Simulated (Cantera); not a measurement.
**Stirred combustor or abatement burner**

A perfectly stirred reactor is fed with CH₄ : C₂H₆ : C₃H₈ : O₂ : N₂ = 1 : 0.071 : 1.3 : 21.9 : 91.9 (molar parts), equivalence ratio 0.40, at 0.690 bar; it is adiabatic with a 800 K inlet, and is followed from long to short residence time, starting on the burning branch (τ in s: 0.035, 0.02, 0.012, 0.0069, 0.004, 0.0023, 0.0014, 0.00079, 0.00046, 0.00027, 0.00015, 8.9e-05, 5.2e-05).

Cantera simulation using GRI-Mech 3.0 (53 species, 325 reactions); the numbers are that mechanism's predictions, not measurements. GRI-Mech 3.0 was tuned for natural gas; its chemistry of propane as a main component is partial and can be far from experiment.

```json
[
 {"τ (s)": "0.035", "T (K)": "1637", "x CH₄": "5.85e-6", "x C₂H₆": "1.05e-7", "x C₃H₈": "1.95e-6", "x CO": "0.000701", "x CH₂O": "2.03e-6", "x HCO": "4.48e-8"},
 {"τ (s)": "0.020", "T (K)": "1632", "x CH₄": "8.29e-6", "x C₂H₆": "1.49e-7", "x C₃H₈": "2.75e-6", "x CO": "0.00102", "x CH₂O": "3.02e-6", "x HCO": "8.10e-8"},
 {"τ (s)": "0.012", "T (K)": "1625", "x CH₄": "1.15e-5", "x C₂H₆": "2.05e-7", "x C₃H₈": "3.76e-6", "x CO": "0.00142", "x CH₂O": "4.34e-6", "x HCO": "1.39e-7"},
 {"τ (s)": "0.0069", "T (K)": "1616", "x CH₄": "1.64e-5", "x C₂H₆": "2.92e-7", "x C₃H₈": "5.30e-6", "x CO": "0.00205", "x CH₂O": "6.46e-6", "x HCO": "2.48e-7"},
 {"τ (s)": "0.0040", "T (K)": "1603", "x CH₄": "2.39e-5", "x C₂H₆": "4.21e-7", "x C₃H₈": "7.52e-6", "x CO": "0.00293", "x CH₂O": "9.61e-6", "x HCO": "4.36e-7"},
 {"τ (s)": "0.0023", "T (K)": "1586", "x CH₄": "3.59e-5", "x C₂H₆": "6.26e-7", "x C₃H₈": "1.10e-5", "x CO": "0.00423", "x CH₂O": "1.46e-5", "x HCO": "7.70e-7"},
 {"τ (s)": "0.0014", "T (K)": "1566", "x CH₄": "5.36e-5", "x C₂H₆": "9.26e-7", "x C₃H₈": "1.60e-5", "x CO": "0.00588", "x CH₂O": "2.16e-5", "x HCO": "1.28e-6"},
 {"τ (s)": "0.00079", "T (K)": "1535", "x CH₄": "9.10e-5", "x C₂H₆": "1.56e-6", "x C₃H₈": "2.64e-5", "x CO": "0.00865", "x CH₂O": "3.54e-5", "x HCO": "2.27e-6"},
 {"τ (s)": "0.00046", "T (K)": "1495", "x CH₄": "0.000168", "x C₂H₆": "2.88e-6", "x C₃H₈": "4.77e-5", "x CO": "0.0125", "x CH₂O": "6.06e-5", "x HCO": "3.89e-6"},
 {"τ (s)": "0.00027", "T (K)": "1434", "x CH₄": "0.000407", "x C₂H₆": "7.15e-6", "x C₃H₈": "0.000114", "x CO": "0.0184", "x CH₂O": "0.000123", "x HCO": "6.51e-6"},
 {"τ (s)": "0.00015", "T (K)": "800", "x CH₄": "0.00861", "x C₂H₆": "0.000611", "x C₃H₈": "0.0112", "x CO": "<1e-12", "x CH₂O": "<1e-12", "x HCO": "<1e-12"},
 {"τ (s)": "8.9e-5", "T (K)": "800", "x CH₄": "0.00861", "x C₂H₆": "0.000611", "x C₃H₈": "0.0112", "x CO": "<1e-12", "x CH₂O": "<1e-12", "x HCO": "<1e-12"},
 {"τ (s)": "5.2e-5", "T (K)": "800", "x CH₄": "0.00861", "x C₂H₆": "0.000611", "x C₃H₈": "0.0112", "x CO": "<1e-12", "x CH₂O": "<1e-12", "x HCO": "<1e-12"}
]
```
x: mole fraction; the columns are a selection and need not sum to one.
